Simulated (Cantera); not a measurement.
Equilibrium for carbothermic reduction: MgO + C + H₂

Feed: 1 mol MgO, a varied amount of C, 0.3 mol H₂, at 1777 °C and 0.000560 bar.

Method: chemical equilibrium by Gibbs-energy minimisation in Cantera with the NASA 1993 tables (ideal gas, pure condensed phases). Candidate condensed phases: C, C₆H₆, C₇H₈, C₈H₁₈, H₂O, Mg, MgCO₃, MgO, Mg(OH)₂; 116 gas species. The tables' values for MgH are old estimates; treat these amounts as uncertain. The numbers say what is thermodynamically allowed, not how fast it happens.

```
n(C) (mol)  log p CO  log p Mg  log p H₂  log p H  log p H₂O  log p CO₂  log p OH  log p MgOH  n MgO(s)  n C(graphite)
----------  --------  --------  --------  -------  ---------  ---------  --------  ----------  --------  -------------
0.56           -3.69     -3.64     -4.05    -4.67      -4.92      -5.24     -6.50       -6.77     0.391              0
0.75           -3.66     -3.62     -4.15    -4.72      -5.04      -5.23     -6.57       -6.82     0.198              0
1              -3.62     -3.62     -4.20    -4.75     -10.27     -10.37    -11.77      -12.02         0              0
1.3            -3.62     -3.62     -4.20    -4.75     -11.84     -11.93    -13.34      -13.59         0          0.299
1.8            -3.62     -3.62     -4.20    -4.75     -11.84     -11.93    -13.34      -13.59         0          0.799
2.4            -3.62     -3.62     -4.20    -4.75     -11.84     -11.93    -13.34      -13.59         0           1.40
3.2            -3.62     -3.62     -4.20    -4.75     -11.84     -11.93    -13.34      -13.59         0           2.20
```
log p: log10 of the partial pressure in bar; n: condensed amount in mol.

From 0.56 mol C to 0.75 mol C the condensed part is MgO(s). At 1 mol C nothing is condensed. From 1.3 mol C to 3.2 mol C the condensed part is C(graphite). The main Mg-bearing gas is Mg throughout.
